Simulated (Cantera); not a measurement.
A jet of CH₄ : O₂ : N₂ = 0.011 : 0.16 : 0.79 (molar parts) at 300 K and 0.168 atm hits a platinum plate 6.4 cm away at a mass flux of 0.02 kg/m²/s; the plate temperature is set and raised in steps from an oxygen-covered start.

Detailed kinetics in Cantera: Deutschmann's 1995 Pt surface mechanism with GRI-Mech 3.0 gas chemistry. Catalytic surfaces can have several steady states; this one follows from the mechanism file's or the stated starting coverage.

One state of this run: wall x CH₄ = 0.00254; wall x O₂ = 0.148; wall x H₂O = 0.0165; wall x OH = 1.52e-7; wall x CO = 1.54e-6; wall x CO₂ = 0.0108; θ free Pt = 0.273; θ O* = 0.726; θ OH* = 0.00106. x: mole fraction at the wall; θ: surface coverage.

Which value of plate T (K) does it belong to?
A. 1000
B. 900
C. 850
D. 950

A, 1000
